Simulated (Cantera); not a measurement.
An isothermal, constant-pressure homogeneous reactor starts with 10.2 % CH4, 89.8 % N2, at 1698 K and 0.000650 bar.

Model: GRI-Mech 3.0 (53 species, 325 reactions), integrated in Cantera. GRI-Mech 3.0 stops at C3 and has no aromatics, soot or wall deposition, so with more carbon than oxygen in the feed, carbon stays in small species such as C2H2 where larger ones or solid carbon would form. Radical loss at walls, strong at low pressure, is not modelled.

Problem. Predict: x(CH4) at 8.00 s; x(H2) at 8.00 s; x(C2H2) at 8.00 s; x(HCN) at 8.00 s; x(C2H) at 8.00 s; x(H) at 8.00 s; x(CH2) at 8.00 s.

Solution. 
```json
{
 "x(CH4) at 8.00 s": "0.0199 (gas-phase equilibrium 5.22e-7)",
 "x(H2) at 8.00 s": "0.110 (gas-phase equilibrium 0.137)",
 "x(C2H2) at 8.00 s": "0.0365 (gas-phase equilibrium 0.0150)",
 "x(HCN) at 8.00 s": "1.64e-6 (gas-phase equilibrium 0.0624)",
 "x(C2H) at 8.00 s": "3.79e-7 (gas-phase equilibrium 1.27e-6)",
 "x(H) at 8.00 s": "0.000207 (gas-phase equilibrium 0.00212)",
 "x(CH2) at 8.00 s": "1.17e-6 (gas-phase equilibrium 2.59e-9)"
}
```
